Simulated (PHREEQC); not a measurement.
Synthetic water in mg/L, 20 °C, pH 6.71, pe 11.9:

```tsv
constituent	mg/L
Na	25.4
K	15.5
Ca	26.8
Mg	0.776
Cl	17.6
S(6) as SO4	25
Alkalinity as HCO3	114
Pb	10.8
Si as SiO2	0.417
```

Valence states are taken as typed.

All values are PHREEQC results (ion-association model, phreeqc.dat), not measurements.

Question: The ionic strength comes out as 0.00374 mol/kgw. What activity coefficients do Ca+2, SO4-2, PbHCO3+, Pb+2, Cl- get?

Answer: Ca+2 0.77, SO4-2 0.77, PbHCO3+ 0.94, Pb+2 0.77, Cl- 0.94.

No solid was allowed to form. Examples of supersaturated solids here: Cerussite. Others may be too. Species that the database lacks are ignored.
